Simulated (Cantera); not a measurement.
Feed: 1 mol CuO, 0.32 mol C, 7.3 mol N₂, held at 1 atm.

These are equilibrium values from Cantera (NASA tables, ideal gas, pure condensed phases), not measurements of a reactor. Candidate condensed phases: C, Cu, CuO, Cu₂O; 27 gas species. Each liquid is taken as pure. Mutual solubility and eutectic melting of coexisting phases are not modelled. The numbers say what is thermodynamically allowed, not how fast it happens.

Which condensed phases are stable at each of these points (T (K)): 1398, 1498, 1598, 1698, 1798, 1898, 1998?


| T (K) | condensed phases | Cu condensed (%) |
|---|---|---|
| 1398 | Cu(l) + Cu₂O(s) | 100.0 |
| 1498 | Cu(l) + Cu₂O(s) | 100.0 |
| 1598 | Cu(l) + Cu₂O(l) | 100.0 |
| 1698 | Cu(l) + Cu₂O(l) | 99.9 |
| 1798 | Cu(l) + Cu₂O(l) | 99.6 |
| 1898 | Cu(l) + Cu₂O(l) | 98.8 |
| 1998 | Cu(l) + Cu₂O(l) | 96.7 |

From 1398 K to 1498 K the condensed part is Cu(l) + Cu₂O(s). From 1598 K to 1998 K the condensed part is Cu(l) + Cu₂O(l).
